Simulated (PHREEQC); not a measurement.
Solution (25 °C): 0.03 mol/kgw FeCl3, 0.2 mol/kgw ZnCl2 and 0.0001 mol/kgw NaF. Closed to the air; pH follows from the charge balance.

The numbers come from PHREEQC with the ion-association model, phreeqc.dat.

Each row changes one thing in this solution. Precipitation was switched off in this run.

```json
[
 {"case": "as made", "pH": "2.37", "ionic strength (mol/kgw)": "0.609", "Cl- (mol/kgw)": "0.407", "Zn+2 (mol/kgw)": "0.157", "ZnCl+ (mol/kgw)": "0.0345", "ZnCl2 (mol/kgw)": "0.00518"},
 {"case": "0.024 mol/kgw NaCl added", "pH": "2.39", "ionic strength (mol/kgw)": "0.627", "Cl- (mol/kgw)": "0.427", "Zn+2 (mol/kgw)": "0.155", "ZnCl+ (mol/kgw)": "0.0354", "ZnCl2 (mol/kgw)": "0.00552"},
 {"case": "diluted 10-fold with water", "pH": "2.76", "ionic strength (mol/kgw)": "0.0718", "Cl- (mol/kgw)": "0.0475", "Zn+2 (mol/kgw)": "0.0190", "ZnCl+ (mol/kgw)": "0.00101", "ZnCl2 (mol/kgw)": "3.09e-5"},
 {"case": "temperature from 25 to 45 °C", "pH": "2.24", "ionic strength (mol/kgw)": "0.549", "Cl- (mol/kgw)": "0.372", "Zn+2 (mol/kgw)": "0.127", "ZnCl+ (mol/kgw)": "0.0576", "ZnCl2 (mol/kgw)": "0.00856"},
 {"case": "NaF from 0.0001 to 5e-05 mol/kgw", "pH": "2.37", "ionic strength (mol/kgw)": "0.609", "Cl- (mol/kgw)": "0.407", "Zn+2 (mol/kgw)": "0.157", "ZnCl+ (mol/kgw)": "0.0345", "ZnCl2 (mol/kgw)": "0.00518"},
 {"case": "NaF replaced by (CH3)4NF at the same molality", "pH": "2.37", "ionic strength (mol/kgw)": "0.609", "Cl- (mol/kgw)": "0.407", "Zn+2 (mol/kgw)": "0.157", "ZnCl+ (mol/kgw)": "0.0345", "ZnCl2 (mol/kgw)": "0.00518"},
 {"case": "0.1 mol/kgw MnSO4 added", "pH": "…", "ionic strength (mol/kgw)": "0.744", "Cl- (mol/kgw)": "0.409", "Zn+2 (mol/kgw)": "0.133", "ZnCl+ (mol/kgw)": "0.0275", "ZnCl2 (mol/kgw)": "0.00386"},
 {"case": "diluted 5-fold with water", "pH": "2.58", "ionic strength (mol/kgw)": "0.141", "Cl- (mol/kgw)": "0.0929", "Zn+2 (mol/kgw)": "0.0367", "ZnCl+ (mol/kgw)": "…", "ZnCl2 (mol/kgw)": "0.000160"},
 {"case": "FeCl3 left out", "pH": "4.85", "ionic strength (mol/kgw)": "0.515", "Cl- (mol/kgw)": "0.350", "Zn+2 (mol/kgw)": "0.161", "ZnCl+ (mol/kgw)": "0.0322", "ZnCl2 (mol/kgw)": "0.00441"}
]
```

Problem. Fill in the missing entries.

Solution. 
- 0.1 mol/kgw MnSO4 added, pH: 2.70
- diluted 5-fold with water, ZnCl+ (mol/kgw): 0.00307

The ionic strength passes 0.7 mol/kgw, the rough limit of the ion-association models, in 0.1 mol/kgw MnSO4 added. Complexes and solids missing from the database can't appear. Some of these states are supersaturated (in Hematite (slow to form), Goethite (slow to form), for instance). Away from 25 °C the constants follow the database's enthalpies or fits; those with neither stay at their 25 °C values. Fluoro complexes past AlF4- and FeF3 are missing from the database.
